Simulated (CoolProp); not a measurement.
Sulfur hexafluoride at 298.15 K and 1.88 MPa flows at 0.27 m/s in a round tube of 4.6 mm bore and 0.25 µm roughness, fully developed (64/Re and Nu = 3.66 if laminar; Colebrook and Gnielinski if turbulent). Each further row changes one setting.

Model: reference Helmholtz-energy equation of state, Guder 2009, in CoolProp.

```tsv
case	Reynolds number	Darcy friction factor	pressure drop (Pa/m)	heat-transfer coefficient (W/(m² K))	mass flow (kg/h)
as stated	11400	0.0299	35.7	126	2.43
velocity 0.54 m/s	22800	0.0252	120	221	4.86
diameter 9.2 mm	22800	0.0251	15.0	110	9.73
```

Viscosity comes from a separate model (Quiñones-Cisneros 2012). Thermal conductivity comes from a separate model (Assael 2012).
